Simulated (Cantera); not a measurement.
Cantera run:

```python
import numpy as np
import cantera as ct

gas_names = """
    CL CL2 H HCL H2 Si SiCL SiCL2 SiCL3 SiCL4 SiH SiHCL3 SiH2 SiH2CL2 SiH3 SiH3CL SiH4 Si2 Si3
""".split()
cond_names = """
    Si(cr) Si(L)
""".split()


def load(file, names, dense=False):
    # The tables refer to 1 bar. Condensed volumes are neglected.
    table = {s.name: s for s in ct.Species.list_from_file(file)}
    out = []
    for n in names:
        d = dict(table[n].input_data)
        d["thermo"] = dict(d["thermo"], **{"reference-pressure": 1e5})
        if dense:
            d["equation-of-state"] = {"model": "constant-volume", "density": "1e6 g/cm^3"}
        out.append(ct.Species.from_dict(d))
    return out


gas = ct.Solution(thermo="ideal-gas", species=load("nasa_gas.yaml", gas_names))
cond = {s.name: ct.Solution(thermo="fixed-stoichiometry", species=[s], name=s.name)
        for s in load("nasa_condensed.yaml", cond_names, dense=True)}
atoms = {
    'Si': {'Si': 1},
    'HCl': {'H': 1, 'CL': 1},
    'H2': {'H': 2},
}
top_T = {}  # K; cautious upper limits of use, not melting points


def equilibrate(T, P, feed):
    n = {}
    for name, mol in feed.items():
        for a, k in atoms[name].items():
            n[a] = n.get(a, 0.0) + k * mol
    gas.TPX = T, P, n
    mass = sum(n.values()) * gas.mean_molecular_weight
    gas.equilibrate("TP")
    valid = [c for c in cond.values() if c.min_temp <= T <= top_T.get(c.name, c.max_temp)]
    mix = ct.Mixture([(gas, mass / gas.mean_molecular_weight)] + [(c, 0.0) for c in valid])
    mix.T, mix.P = T, P
    mix.equilibrate("TP", solver="vcs", rtol=1e-11, max_steps=5000)
    return mix


results = []
feed = {'Si': 1, 'HCl': 0.054, 'H2': 7.7}  # mol
P = 83000  # Pa
for T in [750, 800, 850, 900, 950, 1000, 1050, 1100, 1150, 1200, 1250, 1300]:
    mix = equilibrate(T, P, feed)
    results.append((T, P, feed, dict(zip(mix.species_names, mix.species_moles))))

top = {s: max(r[3][s] / sum(r[3][g] for g in gas_names) for r in results) for s in gas_names}
cols = sorted((s for s in top if top[s] > 1e-06), key=lambda s: -top[s])[:8]
seen = [c for c in cond_names if any(r[3].get(c, 0) > 1e-12 for r in results)]
print("log10 of partial pressures in bar; condensed amounts in mol")
print(f"{'T/K':>10s}" + "".join(f"{s[:9]:>10s}" for s in cols + seen))
for T, P, feed, n in results:
    ng = sum(n[g] for g in gas_names)
    print(f"{T:10.4g}" + "".join(f"{np.log10(max(n[s] / ng * P / 1e5, 1e-99)):10.3f}" for s in cols)
          + "".join(f"{n.get(c, 0):10.4g}" for c in seen))
```

Output:

```
log10 of partial pressures in bar; condensed amounts in mol
       T/K        H2       HCL    SiHCL3     SiCL4   SiH2CL2     SiCL2     SiCL3    SiH3CL    Si(cr)
       750    -0.082    -3.771    -2.961    -3.306    -3.751    -7.523    -6.547    -5.192    0.9835
       800    -0.082    -3.463    -2.980    -3.317    -3.735    -6.834    -6.098    -5.127    0.9839
       850    -0.082    -3.196    -3.008    -3.342    -3.729    -6.235    -5.714    -5.076    0.9848
       900    -0.082    -2.965    -3.050    -3.387    -3.737    -5.715    -5.390    -5.036     0.986
       950    -0.083    -2.768    -3.114    -3.461    -3.761    -5.269    -5.126    -5.010    0.9878
      1000    -0.083    -2.603    -3.209    -3.578    -3.808    -4.893    -4.927    -5.000      0.99
      1050    -0.083    -2.472    -3.349    -3.754    -3.887    -4.590    -4.801    -5.009    0.9925
      1100    -0.083    -2.377    -3.547    -4.009    -4.005    -4.362    -4.758    -5.041    0.9949
      1150    -0.084    -2.317    -3.806    -4.347    -4.166    -4.208    -4.797    -5.096    0.9967
      1200    -0.084    -2.285    -4.111    -4.747    -4.359    -4.113    -4.901    -5.169    0.9978
      1250    -0.084    -2.269    -4.435    -5.172    -4.564    -4.054    -5.040    -5.251    0.9984
      1300    -0.084    -2.262    -4.755    -5.592    -4.768    -4.015    -5.190    -5.333    0.9986
```

Method: chemical equilibrium by Gibbs-energy minimisation in Cantera with the NASA 1993 tables (ideal gas, pure condensed phases). The tables' values for SiCl3 are old estimates; treat these amounts as uncertain.
